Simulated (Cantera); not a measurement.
Feed: 1 mol SiO2, 0.045 mol Si, 0.13 mol N2, equilibrated at 13.0 Pa.

Cantera equilibrium calculation (NASA polynomials, part measured and part estimated; ideal gas, pure solids and liquids). Candidate condensed phases: Si, SiO2, Si2N2O, Si3N4; 30 gas species. Ions and electrons are included (thermal ionisation). The tables hold silica as quartz up to 1696 K and as liquid above; real silica turns to tridymite and cristobalite and melts near 1996 K. Equilibrium is a limit: real reactors are often held back by kinetics, nucleation or transport.

Problem. Which condensed phases are stable at each of these points (T (°C)): 1727, 2227, 2727, 3227, 3727, 4227, 4727?

Solution. 
```json
[
 {"T (°C)": "1727", "condensed phases": "SiO2(l)", "Si condensed (%)": "91.2"},
 {"T (°C)": "2227", "condensed phases": "gas only", "Si condensed (%)": "0.0"},
 {"T (°C)": "2727", "condensed phases": "gas only", "Si condensed (%)": "0.0"},
 {"T (°C)": "3227", "condensed phases": "gas only", "Si condensed (%)": "0.0"},
 {"T (°C)": "3727", "condensed phases": "gas only", "Si condensed (%)": "0.0"},
 {"T (°C)": "4227", "condensed phases": "gas only", "Si condensed (%)": "0.0"},
 {"T (°C)": "4727", "condensed phases": "gas only", "Si condensed (%)": "0.0"}
]
```

At 1727 °C the condensed part is SiO2(l). From 2227 °C to 4727 °C nothing is condensed.
